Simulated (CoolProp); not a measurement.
Values from CoolProp's reference Helmholtz-energy equation of state, Platzer 1990. This equation is an older, rougher fit; its heat capacities, sound speeds and derivatives of the liquid may be far off and weren't checked against measurements.

**Question.** Give the vapour pressure (kPa), liquid density (kg/m³), enthalpy of vaporisation (kJ/kg), surface tension (mN/m) of saturated R114 at 345.3 K.

**Answer.** 
```
T (K)  p (kPa)  liquid density (kg/m³)  enthalpy of vaporisation (kJ/kg)  surface tension (mN/m)
-----  -------  ----------------------  --------------------------------  ----------------------
345.3      778                    1290                               106                    5.87
```

Surface tension comes from a separate correlation (Mulero 2012).
